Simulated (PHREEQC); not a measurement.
Dissolve 10 mmol/kgw Al(NO3)3 at 25 °C and 50 atm. Closed to the air; pH follows from the charge balance.

All values are PHREEQC results (ion-association model, phreeqc.dat), not measurements.

Question: The ionic strength comes out as 0.0595 mol/kgw. What activity coefficients do Al+3, AlOH+2, H+, Al(OH)2+, NO3- get?

Answer: Al+3 0.22, AlOH+2 0.45, H+ 0.85, Al(OH)2+ 0.82, NO3- 0.79.

No solid was allowed to form. Examples of supersaturated solids here: Gibbsite (slow to form). Others may be too. Under pressure, the constants of complexes without a molar volume in the database are unreliable.
